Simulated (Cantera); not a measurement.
Cantera run:

```python
import numpy as np
import cantera as ct

gas_names = """
    C CN CO CO2 C2 CCN CNC C2N2 C2O C3 C3O2 C4 C4N2 C5 Fe FeC5O5 FeO N NCO NO NO2 NO3 N2 N2O O O2 O3
""".split()
cond_names = """
    C(gr) Fe(a) Fe(c) Fe(d) Fe(L) FeC5O5(L) FeO(s) FeO(L) Fe2O3(s) Fe3O4(s)
""".split()


# ... load() reads the species with a 1 bar reference pressure and builds the phases ...
atoms = {
    'Fe(CO)5': {'Fe': 1, 'C': 5, 'O': 5},
    'O2': {'O': 2},
    'N2': {'N': 2},
}
top_T = {'C(gr)': 4500, 'Fe2O3(s)': 1830, 'Fe3O4(s)': 1870}  # K; cautious upper limits of use, not melting points


# ... equilibrate(T, P, feed) seeds the gas with the atoms and calls Mixture.equilibrate('TP', solver="vcs", rtol=1e-11, max_steps=5000) ...
results = []
T = 1273  # K
P = 101325  # Pa
for m in [0.013, 0.023, 0.033, 0.043, 0.053, 0.062, 0.072, 0.082, 0.092]:
    feed = {'Fe(CO)5': 1, 'O2': m, 'N2': 0.82}  # mol
    mix = equilibrate(T, P, feed)
    results.append((T, P, feed, dict(zip(mix.species_names, mix.species_moles))))

top = {s: max(r[3][s] / sum(r[3][g] for g in gas_names) for r in results) for s in gas_names}
cols = sorted((s for s in top if top[s] > 0.001), key=lambda s: -top[s])[:5]
seen = [c for c in cond_names if any(r[3].get(c, 0) > 1e-12 for r in results)]
print("log10 of partial pressures in bar; condensed amounts in mol")
print(f"{'n(O2)':>10s}" + "".join(f"{s[:9]:>10s}" for s in cols + seen))
for T, P, feed, n in results:
    ng = sum(n[g] for g in gas_names)
    print(f"{feed['O2']:10.4g}" + "".join(f"{np.log10(max(n[s] / ng * P / 1e5, 1e-99)):10.3f}" for s in cols)
          + "".join(f"{n.get(c, 0):10.4g}" for c in seen))
```

Output:

```
log10 of partial pressures in bar; condensed amounts in mol
     n(O2)        CO        N2       CO2     C(gr)     Fe(c)
     0.013    -0.063    -0.845    -2.269  0.004861         1
     0.023    -0.064    -0.845    -2.096         0         1
     0.033    -0.066    -0.845    -1.940         0         1
     0.043    -0.068    -0.845    -1.825         0         1
     0.053    -0.070    -0.845    -1.734         0         1
     0.062    -0.071    -0.845    -1.666         0         1
     0.072    -0.073    -0.845    -1.601         0         1
     0.082    -0.075    -0.845    -1.544         0         1
     0.092    -0.077    -0.845    -1.494         0         1
```

Equilibrium computed with Cantera from the NASA thermochemical tables; the gas is ideal and each condensed phase is pure. Condensed phases not in the tables: cementite and carbon dissolved in iron.
